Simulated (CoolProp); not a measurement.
n-decane at 293.15 K and 6.77 MPa flows at 3.4 m/s in a round tube of 2 mm bore and 15 µm roughness, fully developed (64/Re and Nu = 3.66 if laminar; Colebrook and Gnielinski if turbulent). Each further row changes one setting.

Model: reference Helmholtz-energy equation of state, Lemmon 2006, in CoolProp. It is a short technical equation, of lower accuracy than the large ones.

```json
[
 {"case": "as stated", "Reynolds number": "5060", "Darcy friction factor": "…", "pressure drop (Pa/m)": "…", "heat-transfer coefficient (W/(m² K))": "4000", "mass flow (kg/h)": "…"},
 {"case": "velocity 6.8 m/s", "Reynolds number": "10100", "Darcy friction factor": "…", "pressure drop (Pa/m)": "…", "heat-transfer coefficient (W/(m² K))": "8450", "mass flow (kg/h)": "…"},
 {"case": "diameter 4 mm", "Reynolds number": "10100", "Darcy friction factor": "…", "pressure drop (Pa/m)": "…", "heat-transfer coefficient (W/(m² K))": "3950", "mass flow (kg/h)": "113"}
]
```

Problem. Some entries are withheld; supply them.

Solution. 
- as stated, Darcy friction factor: 0.0449
- as stated, pressure drop (Pa/m): 95400
- as stated, mass flow (kg/h): 28.3
- velocity 6.8 m/s, Darcy friction factor: 0.0404
- velocity 6.8 m/s, pressure drop (Pa/m): 344000
- velocity 6.8 m/s, mass flow (kg/h): 56.6
- diameter 4 mm, Darcy friction factor: 0.0360
- diameter 4 mm, pressure drop (Pa/m): 38300

Viscosity comes from a separate model (Huber 2004). Thermal conductivity comes from a separate model (Huber 2005).
